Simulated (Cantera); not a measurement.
Mixture: 7.98 % CH4, 0.710 % C2H6, 0.511 % C3H8, 19.1 % O2, 71.7 % N2, at 1.01 bar, adiabatic and at constant pressure. Ignition delay is the time to a rise of 400 K.

Computed with Cantera and GRI-Mech 3.0 (53 species, 325 reactions).

Problem. At T0 = 1425 K, what is the delay, and which 5 reactions control it most (d ln τ / d ln k, from doubling and halving each rate constant)?

Solution. The delay is 0.363 ms.
```json
[
 {"reaction": "H + O2 <=> O + OH", "d ln τ / d ln k": "-0.56", "faster rate": "shortens it"},
 {"reaction": "CH3 + HO2 <=> CH3O + OH", "d ln τ / d ln k": "-0.38", "faster rate": "shortens it"},
 {"reaction": "CH4 + H <=> CH3 + H2", "d ln τ / d ln k": "0.31", "faster rate": "lengthens it"},
 {"reaction": "C2H5 + CH3 (+M) <=> C3H8 (+M)", "d ln τ / d ln k": "-0.30", "faster rate": "shortens it"},
 {"reaction": "CH4 + OH <=> CH3 + H2O", "d ln τ / d ln k": "0.28", "faster rate": "lengthens it"}
]
```
